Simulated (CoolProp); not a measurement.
Carbonyl sulfide along the isobar 71.2 bar: Z from the reference equation and from simpler models built on Tc = 378.8 K, pc = 63.69 bar, ω = 0.098; each cubic takes its own stable root.

Model: reference Helmholtz-energy equation of state, Lemmon 2006, in CoolProp. It is a short technical equation, of lower accuracy than the large ones.

```csv
T (K),phase,reference,van der Waals,Redlich-Kwong,Soave-Redlich-Kwong,Peng-Robinson
264.9,liquid,0.1774,0.2702,0.1887,0.1873,___
275.9,liquid,0.1745,0.2651,0.1863,0.1847,0.1635
287,liquid,0.1721,0.2610,0.1848,0.1830,0.1619
298.1,liquid,0.1704,0.2579,0.1841,0.1821,0.1612
309.1,liquid,0.1694,0.2559,0.1844,0.1823,0.1613
320.2,liquid,0.1692,0.2550,0.1859,0.1836,0.1625
331.2,liquid,0.1700,0.2556,0.1888,0.1863,0.1651
342.3,liquid,___,0.2579,0.1936,0.1911,0.1696
353.4,liquid,0.1763,0.2630,___,0.1990,0.1771
364.4,liquid,___,0.2722,0.2144,0.2122,0.1897
375.5,liquid,0.2001,0.2906,0.2403,0.2392,0.2158
386.6,supercritical,0.3447,___,0.3586,___,0.3525
397.6,supercritical,0.5274,0.5232,0.5314,0.5431,0.5134
408.7,supercritical,0.6060,0.6003,0.6059,0.6181,0.5879
419.7,supercritical,___,___,0.6566,0.6697,0.6396
```

### Question
Fill in the missing entries.

### Answer

- 264.9, Peng-Robinson: 0.1658
- 342.3, reference: 0.1722
- 353.4, Redlich-Kwong: 0.2014
- 364.4, reference: 0.1838
- 386.6, van der Waals: 0.3471
- 386.6, Soave-Redlich-Kwong: 0.3762
- 419.7, reference: 0.6590
- 419.7, van der Waals: 0.6496
